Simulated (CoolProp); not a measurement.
Vapour-liquid equilibrium of ethylene (1) + isobutane (2) at 40.7 kPa; x and y are mole fractions of (1).

Values from CoolProp's multi-fluid Helmholtz-energy mixture model, Smukala 2000 and Bücker 2006; pair parameters Bell 2016.

### Question
Give the bubble temperature and the first vapour's composition at x = 0.15, 0.75, 0.85. Is there an azeotrope?

### Answer
x = 0.15: 191.1 K, y = 0.959; x = 0.75: 159.7 K, y = 1.000; x = 0.85: 157.7 K, y = 1.000. No azeotrope shows between x = 0.05 and 0.95.

Pair parameters are fitted to limited data, so mixtures are less certain than the pure fluids.
